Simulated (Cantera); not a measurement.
Cantera run:

```python
import numpy as np
import cantera as ct

gas_names = [...]  # 113 gases of nasa_gas.yaml made of C, H, O, Ti
cond_names = """
    C(gr) C6H6(L) C7H8(L) C8H18(L),n-octa H2O(s) H2O(L) Ti(a) Ti(b) Ti(L) TiC(s) TiC(L) TiO(a) TiO(b)
    TiO(L) TiO2(ru) TiO2(L) Ti2O3(a) Ti2O3(b) Ti2O3(L) Ti3O5(a) Ti3O5(b) Ti3O5(L) Ti4O7(s) Ti4O7(L)
""".split()


# ... load() reads the species with a 1 bar reference pressure and builds the phases ...
atoms = {
    'TiO2': {'Ti': 1, 'O': 2},
    'CH4': {'C': 1, 'H': 4},
    'H2': {'H': 2},
}
top_T = {'C(gr)': 4500}  # K; cautious upper limits of use, not melting points


# ... equilibrate(T, P, feed) seeds the gas with the atoms and calls Mixture.equilibrate('TP', solver="vcs", rtol=1e-11, max_steps=5000) ...
results = []
feed = {'TiO2': 1, 'CH4': 0.52, 'H2': 14}  # mol
T = 1850  # K
P = 70  # Pa
mix = equilibrate(T, P, feed)
results.append((T, P, feed, dict(zip(mix.species_names, mix.species_moles))))
print(gas.report(threshold=1e-06))
for i in range(1, mix.n_phases):
    print(f"{mix.phase(i).name:16s} {mix.phase_moles(i):12.5e} mol")
```

Output:

```
       temperature   1850 K
          pressure   70 Pa
           density   1.3026e-05 kg/m^3
  mean mol. weight   2.8624 kg/kmol
   phase of matter   gas

                          1 kg             1 kmol
                     ---------------   ---------------
          enthalpy        1.6887e+07        4.8339e+07  J
   internal energy        1.1514e+07        3.2957e+07  J
           entropy             87311        2.4992e+05  J/K
    Gibbs function       -1.4464e+08       -4.1402e+08  J
 heat capacity c_p             11704             33502  J/K
 heat capacity c_v            8799.3             25187  J/K

                      mass frac. Y      mole frac. X     chem. pot. / RT
                     ---------------   ---------------   ---------------
                CO           0.32374          0.033084           -45.299
               CO2        1.5705e-05        1.0215e-06           -77.914
                 H         0.0069773          0.019814           -13.277
                H2           0.66691           0.94691           -26.554
               H2O        0.00073905        0.00011743            -59.17
                Ti        8.2691e-05        4.9449e-06           -13.031
               TiO         0.0015045        6.7429e-05           -45.647
              TiO2        2.9282e-05        1.0495e-06           -78.263
     [ +105 minor]        1.0974e-06         1.847e-07

C(gr)             0.00000e+00 mol
Ti(b)             0.00000e+00 mol
TiC(s)            0.00000e+00 mol
TiO(b)            4.24527e-02 mol
TiO2(ru)          0.00000e+00 mol
Ti2O3(b)          4.78197e-01 mol
Ti3O5(b)          0.00000e+00 mol
Ti4O7(s)          0.00000e+00 mol
```

Equilibrium computed with Cantera from the NASA thermochemical tables; the gas is ideal and each condensed phase is pure. Mutual solubility and eutectic melting of coexisting phases are not modelled. TiO: taken at fixed stoichiometry.
